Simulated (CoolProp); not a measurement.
Vapour-liquid equilibrium of R125 (1) + R134a (2) at 0.0844 MPa; x and y are mole fractions of (1).

The numbers come from the multi-fluid Helmholtz-energy mixture model, Lemmon 2005 and Tillner-Roth 1994; pair parameters Lemmon 2004 in CoolProp.

```
x     bubble temperature (°C)  y at the bubble point  dew temperature at overall composition x (°C)  liquid density (mol/L)
----  -----------------------  ---------------------  ---------------------------------------------  ----------------------
0.05                    -31.8                  0.127                                          -30.7                   13.58
0.15                    -35.1                  0.330                                          -32.2                   13.52
0.25                    -38.0                  0.485                                          -33.8                   13.44
0.35                    -40.5                  0.605                                          -35.5                   13.36
0.45                    -42.7                  0.700                                          -37.3                   13.27
0.55                    -44.7                  0.778                                          -39.3                   13.17
0.65                    -46.5                  0.842                                          -41.5                   13.08
0.75                    -48.1                  0.896                                          -43.9                   12.98
0.85                    -49.7                  0.942                                          -46.7                   12.88
0.95                    -51.1                  0.982                                          -49.9                   12.77
```

No azeotrope shows between x = 0.05 and 0.95.

Pair parameters are fitted to limited data, so mixtures are less certain than the pure fluids.
